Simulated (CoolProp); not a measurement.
Ethanol along the isobar 20900 kPa: fugacity coefficient from the reference equation and from simpler models built on Tc = 514.7 K, pc = 6268 kPa, ω = 0.644; each cubic takes its own stable root.

The numbers come from the reference Helmholtz-energy equation of state, Schroeder 2014 in CoolProp.

```
T (K)          phase  reference  van der Waals  Peng-Robinson
-----  -------------  ---------  -------------  -------------
474.1         liquid     0.1614         0.2782         0.1635
484.1         liquid     0.1881         0.2950         0.1897
494.1         liquid     0.2169         0.3119         0.2177
504.2         liquid     0.2478         0.3291         0.2477
514.2         liquid     0.2800         0.3461         0.2787
524.2  supercritical     0.3136         0.3632         0.3108
534.3  supercritical     0.3485         0.3805         0.3439
544.3  supercritical     0.3837         0.3975         0.3770
554.3  supercritical     0.4190         0.4145         0.4102
564.4  supercritical     0.4544         0.4315         0.4433
574.4  supercritical     0.4888         0.4482         0.4756
584.4  supercritical     0.5220         0.4647         0.5070
594.5  supercritical     0.5543         0.4812         0.5376
```
